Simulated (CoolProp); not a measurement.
The fluid at 293.15 K and 8.48 MPa flows at 0.12 m/s in a round tube of 6 mm bore and 15 µm roughness, fully developed (64/Re and Nu = 3.66 if laminar; Colebrook and Gnielinski if turbulent). The same conditions are run with several fluids, on thermodynamics alone (safety and materials aside).

Model: reference Helmholtz-energy equation of state of each fluid (toluene: Lemmon 2006; methanol: de Reuck 1993; n-decane: Lemmon 2006; m-xylene: Zhou 2012), in CoolProp.

```csv
fluid,Reynolds number,Darcy friction factor,pressure drop (Pa/m),heat-transfer coefficient (W/(m² K)),mass flow (kg/h)
toluene,998,[?],67.2,82.0,10.7
methanol,935,[?],65.6,125,[?]
n-decane,[?],0.122,107,[?],9.00
m-xylene,949,0.0674,70.4,81.6,10.6
```

What belongs in the gaps?


- toluene, Darcy friction factor: 0.0641
- methanol, Darcy friction factor: 0.0684
- methanol, mass flow (kg/h): 9.76
- n-decane, Reynolds number: 526
- n-decane, heat-transfer coefficient (W/(m² K)): 81.7

Transport values come from each fluid's own correlations.
